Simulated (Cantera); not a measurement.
Charge: 1 mol CH3SiCl3, 2.1 mol HCl, 5 mol H2, at 2273 K and 0.133 bar.

Method: chemical equilibrium by Gibbs-energy minimisation in Cantera with the NASA 1993 tables (ideal gas, pure condensed phases). Candidate condensed phases: C, C6H6, C7H8, C8H18, Si, SiC; 109 gas species. The feed counts by its element totals alone. The tables' values for SiCl, SiCl3 are old estimates; treat these amounts as uncertain. Gases not in the tables: Si2H6 and higher silanes. Kinetics and transport are ignored.

Base state: H2 0.543, HCl 0.367, SiCl2 0.0592, H 0.0170, Cl 0.00827, C2H2 (acetylene) 0.00205, SiCl 0.00124, SiCl3 0.00107 (mole fractions); condensed: C(graphite) + SiC(s).

### Question
What changes in the equilibrium state with this change: temperature from 2273 K to 1150 K?

### Answer
| species | before | after |
|---|---|---|
| H2 | 0.543 | 0.678 |
| HCl | 0.367 | 0.244 |
| SiCl4 | 1.53e-5 | 0.0710 |
| H | 0.0170 | 1.68e-7 |
| SiCl2 | 0.0592 | 0.000236 |
| SiCl | 0.00124 | <1e-9 |
| Si | 0.000730 | <1e-9 |
| Cl | 0.00827 | 5.32e-8 |
| SiC2 | 9.17e-5 | <1e-9 |
| C2H2 (acetylene) | 0.00205 | 2.62e-8 |
| C(graphite), mol | 0.596 | 0.704 |
| SiC(s), mol | 0.359 | 0.283 |
The tables' values for SiCl3 are old estimates; treat these amounts as uncertain.
